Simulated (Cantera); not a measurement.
Input: 1 mol Si2Cl6, 0.022 mol Cl2, 200 mol N2, held at 1473 K.

These are equilibrium values from Cantera (NASA tables, ideal gas, pure condensed phases), not measurements of a reactor. Candidate condensed phases: Si, Si3N4; 13 gas species. The feed counts by its element totals alone. N2 is the only nitrogen source here; it is nearly inert below about 1500 K, so the nitride shown seldom forms there in practice. Equilibrium is a limit: real reactors are often held back by kinetics, nucleation or transport.

### Question
Which condensed phases are stable at each of these points (P (Pa)): 100, 230, 540, 1300, 2900, 6800, 16000, 37000, 86000, 200000?

### Answer
| P (Pa) | condensed phases | Si condensed (%) |
|---|---|---|
| 100 | gas only | 0.0 |
| 230 | gas only | 0.0 |
| 540 | gas only | 0.0 |
| 1300 | gas only | 0.0 |
| 2900 | gas only | 0.0 |
| 6800 | gas only | 0.0 |
| 16000 | Si3N4(s) | 4.3 |
| 37000 | Si3N4(s) | 12.1 |
| 86000 | Si3N4(s) | 17.0 |
| 200000 | Si3N4(s) | 19.9 |

From 100 Pa to 6800 Pa nothing is condensed. From 16000 Pa to 200000 Pa the condensed part is Si3N4(s).
